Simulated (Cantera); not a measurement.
Feed: 1 mol SiCl₄, 0.013 mol CH₄, 1000 mol H₂, at 877 °C and 0.00120 bar.

Equilibrium computed with Cantera from the NASA thermochemical tables; the gas is ideal and each condensed phase is pure. Candidate condensed phases: C, C₆H₆, C₇H₈, C₈H₁₈, Si, SiC; 109 gas species. Mutual solubility and eutectic melting of coexisting phases are not modelled. Equilibrium is a limit: real reactors are often held back by kinetics, nucleation or transport.

Base state: H₂ 0.996, HCl 0.00392, SiCl₂ 3.40e-5 (mole fractions); condensed: Si(s) + SiC(s).

Question: What changes in the equilibrium state with this change: temperature from 877 °C to 2052 °C?

Answer: 
| species | before | after |
|---|---|---|
| H₂ | 0.996 | 0.725 |
| H | 2.15e-6 | 0.270 |
| HCl | 0.00392 | 0.00272 |
| Si | <1e-9 | 0.000852 |
| Cl | 7.46e-9 | 0.000728 |
| SiCl₂ | 3.40e-5 | 1.54e-8 |
| Si(s), mol | 0.953 | 0 |
| SiC(s), mol | 0.0130 | 0 |

Question: What changes in the equilibrium state with this change: SiCl₄ replaced by SiH₂Cl₂?

Answer: 
```tsv
species	before	after
H₂	0.996	0.998
HCl	0.00392	0.00198
SiCl₂	3.40e-5	8.63e-6
Si(s), mol	0.953	0.978
SiC(s), mol	0.0130	0.0130
```
